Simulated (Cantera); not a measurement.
An isothermal, constant-pressure homogeneous reactor starts with 29.4 % C₂H₆, 70.6 % N₂, at 1125 K and 4.95 Torr.

Detailed kinetics in Cantera: GRI-Mech 3.0 (53 species, 325 reactions). GRI-Mech 3.0 stops at C3 and has no aromatics, soot or wall deposition, so with more carbon than oxygen in the feed, carbon stays in small species such as C2H2 where larger ones or solid carbon would form. Radical loss at walls, strong at low pressure, is not modelled.

### Question
Predict: x(C₂H₆) at 20.0 s; x(C₂H₂) at 20.0 s; x(C₂H₄) at 20.0 s; x(CH₄) at 20.0 s; x(CH₃) at 20.0 s.

### Answer
```
Item                                                  Value
-----------------  ----------------------------------------
x(C₂H₆) at 20.0 s  0.000193 (gas-phase equilibrium 7.24e-6)
x(C₂H₂) at 20.0 s      0.0447 (gas-phase equilibrium 0.120)
x(C₂H₄) at 20.0 s     0.154 (gas-phase equilibrium 0.00960)
x(CH₄) at 20.0 s      0.0473 (gas-phase equilibrium 0.0667)
x(CH₃) at 20.0 s    3.18e-6 (gas-phase equilibrium 1.26e-6)
```
